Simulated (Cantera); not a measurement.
A perfectly stirred reactor is fed with CH4 : C2H6 : O2 : N2 : CO2 = 1 : 0.095 : 3.24 : 12.2 : 0.099 (molar parts), at 1.50 bar; it is adiabatic with a 525 K inlet, and is followed from long to short residence time, starting on the burning branch (τ in s: 0.35, 0.11, 0.036, 0.012, 0.0037, 0.0012, 0.00039, 0.00012, 4e-05, 1.3e-05, 4.2e-06).

Detailed kinetics in Cantera: GRI-Mech 3.0 (53 species, 325 reactions).

x: mole fraction; the columns are a selection and need not sum to one.

| τ (s) | T (K) | x CH4 | x C2H6 | x O2 | x NO | x HO2 |
|---|---|---|---|---|---|---|
| 0.35 | 2030 | 1.16e-6 | 1.66e-8 | 0.0538 | 0.000641 | 1.54e-6 |
| 0.11 | 2028 | 3.26e-6 | 4.98e-8 | 0.0541 | 0.000281 | (withheld) |
| 0.036 | 2022 | 7.89e-6 | 1.35e-7 | 0.0542 | 0.000145 | (withheld) |
| 0.012 | 2009 | 1.70e-5 | 3.32e-7 | 0.0545 | 8.96e-5 | (withheld) |
| 0.0037 | 1983 | 3.73e-5 | 8.19e-7 | 0.0553 | 5.75e-5 | (withheld) |
| 0.0012 | 1939 | 8.15e-5 | 1.92e-6 | 0.0567 | 3.80e-5 | (withheld) |
| 0.00039 | 1872 | 0.000195 | 4.71e-6 | 0.0594 | 2.50e-5 | (withheld) |
| 0.00012 | 1766 | 0.000627 | 1.50e-5 | 0.0656 | 1.31e-5 | (withheld) |
| 4.0e-5 | 525 | 0.0601 | 0.00571 | 0.195 | <1e-12 | <1e-12 |
| 1.3e-5 | 525 | 0.0601 | 0.00571 | 0.195 | <1e-12 | <1e-12 |
| 4.2e-6 | 525 | 0.0601 | 0.00571 | 0.195 | <1e-12 | <1e-12 |

Question: Fill in the missing entries.

Answer: 
- 0.11, x HO2: 1.67e-6
- 0.036, x HO2: 2.02e-6
- 0.012, x HO2: 2.91e-6
- 0.0037, x HO2: 5.11e-6
- 0.0012, x HO2: 9.41e-6
- 0.00039, x HO2: 1.74e-5
- 0.00012, x HO2: 3.54e-5
